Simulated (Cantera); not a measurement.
Input (Python, Cantera):

```python
import numpy as np
import cantera as ct

gas = ct.Solution("h2o2.yaml")
gas.TPX = 950, 350, {'H2': 0.03, 'O2': 1, 'N2': 0.21}
reactor = ct.IdealGasConstPressureReactor(gas, energy="off", clone=False)
net = ct.ReactorNet([reactor])
net.rtol, net.atol = 1e-08, 1e-18
show = ['H2', 'O2', 'O', 'OH', 'H', 'H2O2']
times = np.geomspace(3e-05, 2, 11)

steps = ct.SolutionArray(gas, extra=["t"])
rows = []
print(f"{'t/s':>10s}{'T/K':>9s}{'P/Pa':>11s}" + "".join(f"{s:>11s}" for s in show))
for t in times:
    while net.time < t:
        t_next = net.step()
        steps.append(gas.state, t=t_next)
    rows.append([np.interp(t, steps.t, y) for y in (steps.T, steps.P, *steps(*show).X.T)])
    print(f"{t:10.3e}{rows[-1][0]:9.1f}{rows[-1][1]:11.4g}" + "".join(f"{x:11.3e}" for x in rows[-1][2:]))
rate = np.gradient(steps.T, steps.t)
print("integrator steps:", len(steps.t))
if steps.T.max() > steps.T[0] + 200:
    print(f"time of steepest temperature rise: {steps.t[rate.argmax()]:.4e} s")
gas.TPX = 950, 350, {'H2': 0.03, 'O2': 1, 'N2': 0.21}
gas.equilibrate("TP")
print(f"equilibrium (TP): T = {gas.T:.1f} K  " + "  ".join(f"{s} {gas[s].X[0]:.3e}" for s in show))
```

It prints:

```
       t/s      T/K       P/Pa         H2         O2          O         OH          H       H2O2
 3.000e-05    950.0        350  2.419e-02  8.065e-01  6.184e-15  6.126e-15  3.469e-13  1.874e-19
 9.110e-05    950.0        350  2.419e-02  8.065e-01  5.419e-14  5.279e-14  1.019e-12  1.684e-18
 2.766e-04    950.0        350  2.419e-02  8.065e-01  4.631e-13  4.286e-13  2.838e-12  1.546e-17
 8.400e-04    950.0        350  2.419e-02  8.065e-01  3.619e-12  2.901e-12  7.315e-12  1.423e-16
 2.551e-03    950.0        350  2.419e-02  8.065e-01  2.727e-11  1.623e-11  2.168e-11  1.316e-15
 7.746e-03    950.0        350  2.419e-02  8.065e-01  3.570e-10  1.659e-10  1.749e-10  1.228e-14
 2.352e-02    950.0        350  2.419e-02  8.065e-01  1.156e-07  5.182e-08  5.305e-08  2.100e-13
 7.143e-02    950.0        350  3.261e-03  7.933e-01  9.135e-03  1.386e-03  6.417e-03  3.826e-08
 2.169e-01    950.0        350  2.147e-04  7.949e-01  9.013e-03  5.405e-04  2.369e-03  9.674e-09
 6.586e-01    950.0        350  7.329e-05  8.009e-01  3.185e-03  3.083e-04  4.737e-04  1.005e-08
 2.000e+00    950.0        350  1.222e-05  8.035e-01  5.498e-04  1.247e-04  3.295e-05  9.278e-09
integrator steps: 1111
equilibrium (TP): T = 950.0 K  H2 8.466e-12  O2 8.041e-01  O 4.848e-10  OH 1.174e-07  H 2.754e-14  H2O2 1.866e-12
```

Model: the H2/O2 subset of GRI-Mech 3.0, which has no nitrogen chemistry, integrated in Cantera. Radical loss at walls, strong at low pressure, is not modelled.
